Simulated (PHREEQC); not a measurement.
HCl is added in steps, without added water, to 1 kg of water holding 0.0054 mol/kgw CdCl2, 0.00031 mol/kgw ZnCl2, 0.0001 mol/kgw NaF and 0.003 mol/kgw NaCl, at 25 °C. Oxygen is held at 0.21 atm. CO2 from the air is kept out. Precipitation was switched off in this run.

Base run: PHREEQC, ion-association model, phreeqc.dat. Each further column changes one thing. The table gives F- (mol/kgw).

| HCl added (mol) | base | diluted 100-fold with water | NaF from 0.0001 to 9e-05 mol/kgw | solids may form |
|---|---|---|---|---|
| 0 | 9.72e-5 | 9.99e-7 | 8.74e-5 | 9.72e-5 |
| 0.0003167 | 7.29e-5 | 6.89e-7 | 6.55e-5 | 7.29e-5 |
| 0.0006333 | 5.79e-5 | 5.29e-7 | 5.20e-5 | 5.79e-5 |
| 0.00095 | 4.80e-5 | 4.31e-7 | 4.31e-5 | 4.80e-5 |
| 0.001108 | 4.41e-5 | 3.94e-7 | 3.96e-5 | 4.41e-5 |
| 0.001425 | 3.81e-5 | 3.38e-7 | 3.42e-5 | 3.81e-5 |
| 0.001742 | 3.34e-5 | 2.96e-7 | 3.00e-5 | 3.34e-5 |
| 0.002058 | 2.98e-5 | 2.64e-7 | 2.68e-5 | 2.98e-5 |
| 0.002375 | 2.69e-5 | 2.38e-7 | 2.42e-5 | 2.69e-5 |
| 0.002692 | 2.45e-5 | 2.17e-7 | 2.20e-5 | 2.45e-5 |
| 0.00285 | 2.35e-5 | 2.08e-7 | 2.11e-5 | 2.35e-5 |
| 0.003167 | 2.17e-5 | 1.92e-7 | 1.95e-5 | 2.17e-5 |
| 0.003483 | 2.01e-5 | 1.79e-7 | 1.80e-5 | 2.01e-5 |
| 0.0038 | 1.87e-5 | 1.67e-7 | 1.68e-5 | 1.87e-5 |

 Solids allowed in the column 'solids may form': Halite, Zn(OH)2(e), Cd(OH)2.
